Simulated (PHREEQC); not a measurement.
PHREEQC input (ion-association model, wateq4f.dat):

```
SOLUTION_MASTER_SPECIES
  An  An-  0  An  62.0  # stands for a non-complexing anion
SOLUTION_SPECIES
  An- = An-
    -log_k 0
    -gamma 3.0 0
PHASES
  Fix_H+
    H+ = H+
    -log_k 0
SOLUTION 1
  temp 25
  units mmol/kgw
  pH 7 charge
  Cl 0.0812
  Ba 0.0046
  Ca 0.036
  Na 10
  An 10
END
SELECTED_OUTPUT 1
  -reset false
  -pH true
  -pe true
  -ionic_strength true
  -water true
  -totals Ba Ca Cl Na
  -molalities Hfo_wOH Hfo_wOH2+ Hfo_wO- Hfo_sOH Hfo_sOH2+ Hfo_sO- Hfo_sOHCa+2 Hfo_wOCa+ Hfo_sOHBa+2 Hfo_wOBa+
  -saturation_indices Portlandite Halite
USER_PUNCH 1
  -headings sigma psi
  10 PUNCH EDL("sigma", "Hfo"), EDL("psi", "Hfo")
PRINT
  -reset false
USE solution 1
SURFACE 1
  Hfo_wOH 0.00314607 600 1.4
  Hfo_sOH 7.86517e-05
EQUILIBRIUM_PHASES 1
  Fix_H+ -4 HAn 10
    -force_equality true
  O2(g) -0.68 10
END
# ... the last block is repeated for the other 12 points of pH, with NaOH or the acid as the point needs
```

Selected output (columns that matter, 11 of 13 rows; pH added in front):

```
pH	mu	Ba	Ca	Cl	Na	m_Hfo_wOH	m_Hfo_wOH2+	m_Hfo_wO-	m_Hfo_sOH	m_Hfo_sOH2+	si_Portlandite	si_Halite	sigma	psi
4	0.011193	4.6e-06	3.6e-05	8.12e-05	0.01	0.0012331	0.0018946	1.8386e-05	3.0828e-05	4.7364e-05	-19.426	-7.7669	0.22091	0.18359
4.5	0.010868	4.5999e-06	3.6e-05	8.12e-05	0.01	0.001668	0.0014336	4.4458e-05	4.17e-05	3.584e-05	-18.424	-7.7657	0.16357	0.16894
5	0.010635	4.5997e-06	3.5999e-05	8.12e-05	0.01	0.0019955	0.001065	8.5654e-05	4.9885e-05	2.6624e-05	-17.422	-7.7648	0.11531	0.1516
6	0.010341	4.5903e-06	3.5974e-05	8.12e-05	0.01	0.0023238	0.00062397	0.00019826	5.807e-05	1.5592e-05	-15.42	-7.7637	0.050132	0.11009
6.5	0.010255	4.5369e-06	3.5829e-05	8.12e-05	0.01	0.0023801	0.00051297	0.00025299	5.9333e-05	1.2788e-05	-14.421	-7.7634	0.030662	0.086161
7	0.010193	4.1767e-06	3.4781e-05	8.12e-05	0.01	0.002404	0.0004435	0.00029852	5.8904e-05	1.0867e-05	-13.434	-7.7631	0.017432	0.060578
7.5	0.010131	2.6704e-06	2.8719e-05	8.12e-05	0.01	0.002413	0.00039346	0.00033902	5.3693e-05	8.7549e-06	-12.517	-7.7629	0.0084453	0.034172
8	0.010089	8.414e-07	1.3752e-05	8.12e-05	0.010038	0.0024126	0.00034871	0.00038239	4.2192e-05	6.0983e-06	-11.836	-7.7611	0.0017706	0.0076914
9	0.010146	1.922e-08	3.9141e-07	8.12e-05	0.010197	0.0023942	0.00028397	0.00046246	3.3435e-05	3.9656e-06	-11.382	-7.7544	-0.012177	-0.046384
9.5	0.010216	2.4889e-09	5.0055e-08	8.12e-05	0.010316	0.0023723	0.00024818	0.00051951	3.3339e-05	3.4877e-06	-11.276	-7.7497	-0.022983	-0.072738
10	0.010362	3.5967e-10	7.0379e-09	8.1199e-05	0.010532	0.0023254	0.00020274	0.00061101	3.3302e-05	2.9035e-06	-11.13	-7.7413	-0.039037	-0.097634
```

Species that the database lacks are ignored.
